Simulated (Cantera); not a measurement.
Charge: 1 mol Fe2O3, a varied amount of Cl2, 0.7 mol N2, held at 1600 K and 1 atm.

Cantera equilibrium calculation (NASA polynomials, part measured and part estimated; ideal gas, pure solids and liquids). Candidate condensed phases: Fe, FeCl2, FeCl3, FeO, Fe2O3, Fe3O4; 19 gas species. Mutual solubility and eutectic melting of coexisting phases are not modelled. Equilibrium is a limit: real reactors are often held back by kinetics, nucleation or transport.

Q: Which condensed phases are stable at each of these points (n(Cl2) (mol)): 0.014, 0.019, 0.026, 0.035, 0.047, 0.063, 0.085?

A: 
```csv
n(Cl2) (mol),condensed phases,Fe condensed (%)
0.014,Fe2O3(s) + Fe3O4(s),99.5
0.019,Fe2O3(s) + Fe3O4(s),99.3
0.026,Fe2O3(s) + Fe3O4(s),99.0
0.035,Fe2O3(s) + Fe3O4(s),98.6
0.047,Fe2O3(s) + Fe3O4(s),98.1
0.063,Fe2O3(s) + Fe3O4(s),97.4
0.085,Fe2O3(s),96.6
```

From 0.014 mol Cl2 to 0.063 mol Cl2 the condensed part is Fe2O3(s) + Fe3O4(s). At 0.085 mol Cl2 the condensed part is Fe2O3(s).
